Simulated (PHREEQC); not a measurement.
PHREEQC input (ion-association model, phreeqc.dat):

```
SOLUTION 1
  temp 25
  units mol/kgw
  pH 7 charge
  Cl 0.32
  K 0.15
  Mg 0.085
END
SELECTED_OUTPUT 1
  -reset false
  -pH true
  -pe true
  -ionic_strength true
  -water true
  -totals Cl K Mg Ntg
  -molalities H+ Mg+2 K+ Cl- OH- MgOH+
  -saturation_indices Sylvite
USER_PUNCH 1
  -headings p_Ntg(g) phi_Ntg(g) p_H2O(g) phi_H2O(g) density
  10 PUNCH PR_P("Ntg(g)"), PR_PHI("Ntg(g)"), PR_P("H2O(g)"), PR_PHI("H2O(g)"), RHO
PRINT
  -reset false
USE solution 1
REACTION_TEMPERATURE 1
  10
GAS_PHASE 1
  -fixed_pressure
  -pressure 10
  -temperature 10
  -volume 20
  Ntg(g) 10
  H2O(g) 0
END
# ... the last block is repeated for the other 8 points of T (°C)
```

Selected output (columns that matter, 9 of 9 rows; T (°C) added in front):

```
T (°C)	pH	mu	Cl	K	Mg	Ntg	m_H+	m_Mg+2	si_Sylvite	p_Ntg(g)	phi_Ntg(g)	p_H2O(g)	phi_H2O(g)	density
10	6.7809	0.40508	0.32006	0.15003	0.085017	0.0076154	2.1358e-07	0.085017	-2.4926	9.9873	0.99392	0.012651	0.96868	1.014
20	6.5773	0.40514	0.32012	0.15005	0.085031	0.0064207	3.4238e-07	0.08503	-2.5508	9.9761	0.99511	0.023863	0.97145	1.0122
30	6.3882	0.40525	0.3202	0.15009	0.085053	0.0055871	5.3119e-07	0.085053	-2.606	9.957	0.99614	0.042999	0.97373	1.0095
40	6.2119	0.40543	0.32034	0.15016	0.08509	0.0049974	8.0031e-07	0.085089	-2.6585	9.9257	0.99705	0.074348	0.97552	1.006
50	6.0473	0.40569	0.32055	0.15026	0.085145	0.0045776	1.1744e-06	0.085144	-2.7085	9.8762	0.99785	0.12384	0.97678	1.0018
60	5.8931	0.40609	0.32086	0.1504	0.085229	0.0042788	1.6828e-06	0.085227	-2.7563	9.8006	0.99857	0.19942	0.97747	0.99696
70	5.7485	0.40667	0.32132	0.15062	0.085351	0.004067	2.3598e-06	0.085349	-2.8018	9.6886	0.99923	0.31139	0.97753	0.99159
80	5.6126	0.40751	0.32199	0.15093	0.085528	0.0039167	3.2448e-06	0.085524	-2.8453	9.5272	0.99986	0.47277	0.97691	0.98571
90	5.4847	0.40871	0.32294	0.15138	0.08578	0.0038073	4.3824e-06	0.085775	-2.8867	9.3004	1.0005	0.69963	0.97555	0.97937
```

Complexes and solids missing from the database can't appear. At this temperature some constants are extrapolated from 25 °C, and those without enthalpy data are left unchanged.
